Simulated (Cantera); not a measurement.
## Equilibrium for titanium nitride, carbide and oxide coatings: Ti(OiPr)4 + O2 + H2

Charge: 1 mol Ti(OiPr)4, 8 mol O2, a varied amount of H2, equilibrated at 75.0 Torr.

Cantera equilibrium calculation (NASA polynomials, part measured and part estimated; ideal gas, pure solids and liquids). Candidate condensed phases: C, C6H6, C7H8, C8H18, H2O, Ti, TiC, TiO, TiO2, Ti2O3, Ti3O5, Ti4O7; 113 gas species. The feed counts by its element totals alone. Mutual solubility and eutectic melting of coexisting phases are not modelled. Condensed phases not in the tables: Magnéli phases beyond Ti4O7. Rates play no part.

Stable condensed phases:

```
T in K \ n(H2) in mol
          13  17  23  30  40  53  69  91 120 160 210 280
   1750    A   A   A   A   A   A   B   B   B   B   C   C
   1700    A   A   A   A   A   A   A   D   B   B   B   B
   1650    A   A   A   A   A   A   A   A   A   B   B   B
   1600    A   A   A   A   A   A   A   A   A   A   B   B
   1550    A   A   A   A   A   A   A   A   A   A   A   B
   1500    A   A   A   A   A   A   A   A   A   A   A   A
   1450    A   A   A   A   A   A   A   A   A   A   A   A
   1400    A   A   A   A   A   A   A   A   A   A   A   A
   1350    A   A   A   A   A   A   A   A   A   A   A   A
   1300    A   A   A   A   A   A   A   A   A   A   A   A
   1250    A   A   A   A   A   A   A   A   A   A   A   A
```

A: TiO2; B: Ti4O7; C: Ti3O5; D: TiO2 + Ti4O7.
